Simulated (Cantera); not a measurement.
SiO₂ + H₂ + N₂ (hydrogen reduction and annealing atmospheres)

A closed system holds: 1 mol SiO₂, 280 mol H₂, 15 mol N₂, held at 140000 Pa.

These are equilibrium values from Cantera (NASA tables, ideal gas, pure condensed phases), not measurements of a reactor. Candidate condensed phases: H₂O, Si, SiO₂, Si₂N₂O, Si₃N₄; 35 gas species. N₂ is the only nitrogen source here; it is nearly inert below about 1500 K, so the nitride shown seldom forms there in practice. Mutual solubility and eutectic melting of coexisting phases are not modelled. The tables hold silica as quartz up to 1696 K and as liquid above; real silica turns to tridymite and cristobalite and melts near 1996 K. The numbers say what is thermodynamically allowed, not how fast it happens.

```csv
T (K),x H₂,x N₂,x SiO,x H₂O,x H,n SiO₂(β-quartz),n Si₂N₂O(s),n SiO₂(condensed)
1150,0.949,0.0508,1.71e-11,0.000113,6.14e-8,0.978,0.0111,0
1250,0.949,0.0508,1.19e-9,0.000159,3.98e-7,0.969,0.0156,0
1350,0.949,0.0508,4.35e-8,0.000212,1.96e-6,0.958,0.0209,0
1450,0.949,0.0508,9.58e-7,0.000271,7.79e-6,0.947,0.0266,0
1550,0.949,0.0507,1.40e-5,0.000335,2.59e-5,0.933,0.0316,0
1650,0.949,0.0508,0.000147,0.000403,7.48e-5,0.906,0.0252,0
1750,0.948,0.0508,0.000737,0.000737,0.000191,0,0,0.782
1850,0.945,0.0507,0.00195,0.00195,0.000443,0,0,0.422
1950,0.942,0.0506,0.00338,0.00338,0.000940,0,0,0
2050,0.941,0.0506,0.00338,0.00337,0.00186,0,0,0
```
x: gas mole fraction; n: condensed amount in mol.

From 1150 K to 1650 K the condensed part is SiO₂(β-quartz) + Si₂N₂O(s). From 1750 K to 1850 K the condensed part is SiO₂(condensed). From 1950 K to 2050 K nothing is condensed.
